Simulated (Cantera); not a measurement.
Feed: 1 mol CH3Cl, 0.058 mol Si, a varied amount of H2, equilibrated at 1275 °C and 0.340 bar.

Cantera equilibrium calculation (NASA polynomials, part measured and part estimated; ideal gas, pure solids and liquids). Candidate condensed phases: C, C6H6, C7H8, C8H18, Si, SiC; 109 gas species. Rates play no part.

Q: What share of the Si ends up in condensed phases as a function of n(H2) (mol), at 0.46, 0.62, 0.85, 1.1, 1.6, 2.1, 2.9, 3.9, 5.3, 7.1, 9.7, 13, 18?

A: 
| n(H2) (mol) | Si condensed (%) | as |
|---|---|---|
| 0.46 | 37.2 | SiC(s) |
| 0.62 | 44.4 | SiC(s) |
| 0.85 | 52.7 | SiC(s) |
| 1.1 | 59.7 | SiC(s) |
| 1.6 | 69.4 | SiC(s) |
| 2.1 | 75.6 | SiC(s) |
| 2.9 | 81.9 | SiC(s) |
| 3.9 | 86.4 | SiC(s) |
| 5.3 | 90.0 | SiC(s) |
| 7.1 | 92.6 | SiC(s) |
| 9.7 | 94.6 | SiC(s) |
| 13 | 96.0 | SiC(s) |
| 18 | 97.1 | SiC(s) |
